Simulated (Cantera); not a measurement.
**Premixed flame**

A freely propagating, adiabatic, planar premixed flame of 11.1 % CH₄, 0.376 % H₂, 18.6 % O₂, 70.0 % N₂, equivalence ratio 1.2, unburnt at 450 K and 0.310 bar; mixture-averaged transport, grid criteria slope 0.08 and curve 0.16, no radiation.

Computed with Cantera and GRI-Mech 3.0 (53 species, 325 reactions). Burning velocities carry a grid error of a few per cent, more on coarse grids.

```tsv
z (mm)	T (K)	u (m/s)	x CH₄	x H₂	x O₂	x CH₃	x HO₂	x C₂H₆
-3.03	450	0.942	0.111	0.00473	0.186	<1e-8	3.53e-8	<1e-8
-2.02	451	0.946	0.110	0.00725	0.185	1.67e-7	8.74e-7	2.84e-7
-1.52	457	0.963	0.109	0.0109	0.184	1.07e-6	5.91e-6	3.02e-6
-1.01	526	1.12	0.104	0.0192	0.179	1.59e-5	5.24e-5	8.41e-5
-0.506	984	2.13	0.0727	0.0332	0.143	0.000710	7.27e-5	0.00127
-0.253	1408	3.10	0.0390	0.0399	0.0986	0.00345	0.000121	0.00116
0	1774	3.94	0.0101	0.0413	0.0507	0.00350	7.01e-5	0.000112
0.253	1933	4.31	0.00105	0.0361	0.0224	0.000711	9.55e-6	1.08e-6
0.506	1970	4.38	6.14e-5	0.0322	0.0117	5.35e-5	1.67e-6	<1e-8
1.01	1992	4.41	1.67e-7	0.0313	0.00681	1.72e-7	8.90e-7	<1e-8
2.02	2014	4.44	<1e-8	0.0318	0.00555	<1e-8	7.38e-7	<1e-8
4.04	2044	4.50	<1e-8	0.0314	0.00474	<1e-8	6.27e-7	<1e-8
8.09	2085	4.58	<1e-8	0.0305	0.00369	<1e-8	4.90e-7	<1e-8
```
x: mole fraction of selected species; z is measured from the peak of heat release.

The laminar burning velocity is 94.1 cm/s, the thermal thickness is 1.01 mm and the peak x(CH₃) is 0.00432. The peak x(HO₂) is 0.000124 and the peak x(C₂H₆) is 0.00152. The grid points comes out as 144.
